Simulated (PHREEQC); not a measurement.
Consider water at 25 °C with 0.44 mol KOH, 0.0046 mol NaAlO2 and 0.00037 mol Na2CO3 per kg of water. Closed to the air; pH follows from the charge balance.

Computed with PHREEQC (ion-association model, phreeqc.dat).

Question: The ionic strength comes out as 0.446 mol/kgw. What activity coefficients do NaCO3-, OH-, CO3-2, Al(OH)4-, Na+ get?

Answer: NaCO3- 0.73, OH- 0.64, CO3-2 0.24, Al(OH)4- 0.67, Na+ 0.72.

Precipitation was switched off in this run. Species that the database lacks are ignored.
